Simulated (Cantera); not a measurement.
# Ammonia decomposition in nitride growth gas

An isothermal, constant-pressure homogeneous reactor starts with 13.9 % NH₃, 86.1 % N₂, at 1450 K and 0.570 bar.

Detailed kinetics in Cantera: the gas-phase N/H chemistry of the illustrative SiF4/NH3 mechanism in the Surface Chemkin manual (1991). Walls and surfaces, which speed up NH3 decomposition in real reactors, are not modelled.

```json
[
 {"t (s)": "9.00e-5", "x NH₃": "0.139", "x N₂H₂": "<1e-12", "x N": "<1e-12", "x NH₂": "3.61e-8", "x H₂": "1.78e-8", "x H": "4.62e-10"},
 {"t (s)": "0.000418", "x NH₃": "0.139", "x N₂H₂": "3.84e-12", "x N": "<1e-12", "x NH₂": "1.69e-7", "x H₂": "8.45e-8", "x H": "4.62e-10"},
 {"t (s)": "0.00194", "x NH₃": "0.139", "x N₂H₂": "1.13e-10", "x N": "<1e-12", "x NH₂": "7.87e-7", "x H₂": "3.96e-7", "x H": "4.70e-10"},
 {"t (s)": "0.00900", "x NH₃": "0.139", "x N₂H₂": "2.73e-9", "x N": "<1e-12", "x NH₂": "3.64e-6", "x H₂": "2.14e-6", "x H": "6.54e-10"},
 {"t (s)": "0.0418", "x NH₃": "0.139", "x N₂H₂": "4.03e-8", "x N": "1.20e-11", "x NH₂": "1.34e-5", "x H₂": "3.40e-5", "x H": "4.40e-9"},
 {"t (s)": "0.194", "x NH₃": "0.139", "x N₂H₂": "5.61e-8", "x N": "7.20e-11", "x NH₂": "1.56e-5", "x H₂": "0.000368", "x H": "2.34e-8"},
 {"t (s)": "0.900", "x NH₃": "0.137", "x N₂H₂": "5.44e-8", "x N": "3.59e-10", "x NH₂": "1.51e-5", "x H₂": "0.00193", "x H": "1.04e-7"},
 {"t (s)": "4.18", "x NH₃": "0.132", "x N₂H₂": "4.74e-8", "x N": "1.29e-9", "x NH₂": "1.36e-5", "x H₂": "0.00862", "x H": "4.20e-7"},
 {"t (s)": "19.4", "x NH₃": "0.115", "x N₂H₂": "2.94e-8", "x N": "1.79e-9", "x NH₂": "1.06e-5", "x H₂": "0.0314", "x H": "1.37e-6"},
 {"t (s)": "90.0", "x NH₃": "0.0793", "x N₂H₂": "9.90e-9", "x N": "1.01e-9", "x NH₂": "6.30e-6", "x H₂": "0.0785", "x H": "2.95e-6"}
]
```
x: mole fraction; the columns are a selection and need not sum to one.

Equilibrium at this temperature and pressure: NH₃ 2.87e-6, N₂H₂ <1e-12, N <1e-12, NH₂ 1.79e-10, H₂ 0.183, H 5.39e-6 (gas phase only).
